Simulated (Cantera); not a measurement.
**CH3F (fluorocarbon and chlorocarbon gases)**

Input: 1 mol CH3F, held at 31.0 Pa.

These are equilibrium values from Cantera (NASA tables, ideal gas, pure condensed phases), not measurements of a reactor. Candidate condensed phases: C, C6H6, C7H8, C8H18; 95 gas species. Equilibrium is a limit: real reactors are often held back by kinetics, nucleation or transport.

```
T (K)    x H     x HF     x F     x C     x C3     x C2
-----  -----  -------  ------  ------  -------  -------
2875   0.598    0.211  0.0623  0.0311   0.0715   0.0108
2925   0.605    0.182  0.0813  0.0414   0.0644   0.0123
2975   0.611    0.152   0.101  0.0538   0.0564   0.0136
3025   0.615    0.123   0.121  0.0686   0.0478   0.0147
3075   0.617   0.0961   0.139  0.0855   0.0389   0.0154
3125   0.616   0.0732   0.154   0.104   0.0302   0.0155
3175   0.614   0.0546   0.165   0.123   0.0221   0.0149
3225   0.611   0.0403   0.174   0.141   0.0152   0.0137
3275   0.608   0.0296   0.180   0.157  0.00974   0.0120
3325   0.605   0.0218   0.185   0.169  0.00586  0.00996
3375   0.603   0.0160   0.189   0.179  0.00336  0.00799
3425   0.602   0.0119   0.191   0.185  0.00186  0.00625
3475   0.601  0.00888   0.193   0.190  0.00102  0.00481
```
x: gas mole fraction; nothing condenses.

From 2875 K to 3475 K nothing is condensed. The main C-bearing gas is C3 at 2875 K and C at 3475 K.
